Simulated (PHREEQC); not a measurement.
## Alkaline etch or developer (model solution)

A solution holds 0.006 mol/kgw NH3, 0.00078 mol/kgw K2SiO3 and 0.11 mol/kgw K3PO4, at 25 °C. Closed to the air; pH follows from the charge balance.

The numbers come from PHREEQC with the ion-association model, phreeqc.dat.

This is a speciation only: nothing precipitates in the calculation.

**Question.** What pH, ionic strength, specific conductance does the model give?

**Answer.** pH 12.04; ionic strength 0.623 mol/kgw; specific conductance 26100 µS/cm.

**Question.** In which forms is P present?

**Answer.** PO4-3 84 %, HPO4-2 14 %, KHPO4- 1.7 % of the P.

Species that the database lacks are ignored.
